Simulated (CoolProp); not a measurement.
The fluid at 366.12 K and 0.738 MPa (gas) is heated at constant pressure to 467.3 K. The same conditions are run with several fluids, on thermodynamics alone (safety and materials aside).

Model: reference Helmholtz-energy equation of state of each fluid (cis-2-butene: Lemmon 2005; isobutane: Bücker 2006; sulfur hexafluoride: Guder 2009; carbon dioxide: Span 1996), in CoolProp.

Task: Rank cis-2-butene, isobutane, sulfur hexafluoride, carbon dioxide by heat (kJ/kg), highest first.

Result: isobutane (232), cis-2-butene (202), carbon dioxide (98.1), sulfur hexafluoride (83.4)

```csv
fluid,final density (kg/m³)
cis-2-butene,11.2
isobutane,11.6
sulfur hexafluoride,28.2
carbon dioxide,8.42
```
